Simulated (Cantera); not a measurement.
Cantera run, input and output.

```python
import numpy as np
import cantera as ct

gas = ct.Solution("gri30.yaml")
gas.TPX = 700, 1000000, {'CH4': 1, 'C2H6': 0.068, 'C3H8': 0.075, 'O2': 3.48, 'N2': 16}
flame = ct.FreeFlame(gas, width=0.008)
flame.set_refine_criteria(ratio=3, slope=0.08, curve=0.16)
flame.transport_model = "mixture-averaged"
flame.solve(loglevel=0, auto=True)
z, T = flame.grid, flame.T
thick = (T[-1] - T[0]) / np.gradient(T, z).max()
show = ['CH4', 'C2H6', 'C3H8', 'C2H4', 'C2H2', 'CO2']
print(f"laminar burning velocity  {flame.velocity[0] * 100:.3f} cm/s")
print(f"burnt temperature         {T[-1]:.1f} K")
print(f"thermal thickness         {thick * 1e3:.4f} mm")
print(f"grid points               {len(z)}")
z0 = z[flame.heat_release_rate.argmax()]
print(f"{'z/mm':>9s}{'T/K':>9s}{'u/(m/s)':>9s}" + "".join(f"{s:>11s}" for s in show))
rows = []
for k in (-3, -2, -1.5, -1, -0.5, -0.25, 0, 0.25, 0.5, 1, 2, 4, 8):
    zz = z0 + k * thick
    rows.append([k * thick, np.interp(zz, z, T), np.interp(zz, z, flame.velocity),
                 *(np.interp(zz, z, flame.X[gas.species_index(s)]) for s in show)])
    print(f"{rows[-1][0] * 1e3:9.3f}{rows[-1][1]:9.1f}{rows[-1][2]:9.3f}" + "".join(f"{x:11.3e}" for x in rows[-1][3:]))
```

Result:

```
laminar burning velocity  39.198 cm/s
burnt temperature         2058.3 K
thermal thickness         0.0884 mm
grid points               141
     z/mm      T/K  u/(m/s)        CH4       C2H6       C3H8       C2H4       C2H2        CO2
   -0.265    701.9    0.393  4.835e-02  3.294e-03  3.634e-03  1.571e-06  5.493e-08  8.977e-06
   -0.177    711.0    0.399  4.782e-02  3.284e-03  3.628e-03  1.232e-05  4.223e-07  7.330e-05
   -0.133    734.8    0.413  4.658e-02  3.250e-03  3.608e-03  5.056e-05  1.706e-06  3.112e-04
   -0.088    828.8    0.467  4.214e-02  3.063e-03  3.459e-03  2.592e-04  8.634e-06  1.681e-03
   -0.044   1157.0    0.657  2.753e-02  2.039e-03  2.201e-03  1.220e-03  4.419e-05  9.240e-03
   -0.022   1462.4    0.835  1.425e-02  8.763e-04  6.472e-04  1.583e-03  8.962e-05  1.922e-02
    0.000   1768.7    1.010  2.575e-03  4.411e-05  7.866e-06  3.682e-04  8.970e-05  3.456e-02
    0.022   1909.9    1.086  8.642e-05  4.327e-08  6.137e-10  5.243e-06  5.042e-06  4.857e-02
    0.044   1969.7    1.116  1.876e-06  2.211e-11  2.834e-14  4.051e-08  9.229e-08  5.613e-02
    0.088   2021.0    1.141  2.456e-09  9.650e-17  2.339e-21  1.125e-11  1.469e-10  6.173e-02
    0.177   2048.5    1.155  4.690e-13  1.928e-22  3.060e-30  2.030e-16  2.836e-13  6.421e-02
    0.354   2057.1    1.159  7.846e-14  1.937e-27  1.210e-37  8.462e-21  2.338e-15  6.492e-02
    0.707   2058.3    1.160  3.470e-14 -8.507e-26 -1.005e-38  1.149e-22  3.874e-17  6.502e-02
```

Detailed kinetics in Cantera: GRI-Mech 3.0 (53 species, 325 reactions). Burning velocities carry a grid error of a few per cent, more on coarse grids.
